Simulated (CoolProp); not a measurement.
Vapour-liquid equilibrium of R13 (1) + propylene (2) at -82.75 °C; x and y are mole fractions of (1).

Model: multi-fluid Helmholtz-energy mixture model, Platzer 1990 and Lemmon 2013; pair parameters Bell 2016, in CoolProp. This equation is an older, rougher fit; its heat capacities, sound speeds and derivatives of the liquid may be far off and weren't checked against measurements.

```csv
x,bubble pressure (bar),y at the bubble point,dew pressure at overall composition x (bar),liquid density (mol/L)
0.05,0.2449,0.430,0.1529,15.44
0.125,0.3664,0.643,0.1652,15.36
0.2,0.4618,0.734,0.1796,15.28
0.275,0.5373,0.785,0.1967,15.20
0.35,0.5982,0.819,0.2174,15.12
0.425,0.6486,0.844,0.2429,15.05
0.5,0.6919,0.863,0.2750,14.98
0.575,0.7306,0.881,0.3166,14.91
0.65,0.7669,0.898,0.3725,14.84
0.725,0.8024,0.915,0.4505,14.78
0.8,0.8384,0.933,0.5630,14.72
0.875,0.8759,0.954,0.7175,14.67
0.95,0.9153,0.980,0.8685,14.63
```

No azeotrope shows between x = 0.05 and 0.95.

Pair parameters are fitted to limited data, so mixtures are less certain than the pure fluids. With so large a gap from Raoult's law the liquid may split in two, which this calculation doesn't test in full.
